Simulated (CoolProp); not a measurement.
Properties of R1123 at several states (Tc = 331.7 K, pc = 45.49 bar, ω = 0.243).

Model: reference Helmholtz-energy equation of state, Akasaka 2020, in CoolProp.

| T (K) | p (bar) | phase | density (kg/m³) | isothermal compressibility (1/MPa) | fugacity coefficient |
|---|---|---|---|---|---|
| 255.8 | 1.5 | gas | 5.952 | 6.864 | 0.9727 |
| 319.2 | 9.29 | gas | 31.42 | 1.185 | 0.9198 |
| 250.8 | 28.7 | liquid | 1223 | 0.003315 | 0.1786 |
| 276.7 | 16.5 | liquid | 1111 | 0.006783 | 0.6151 |
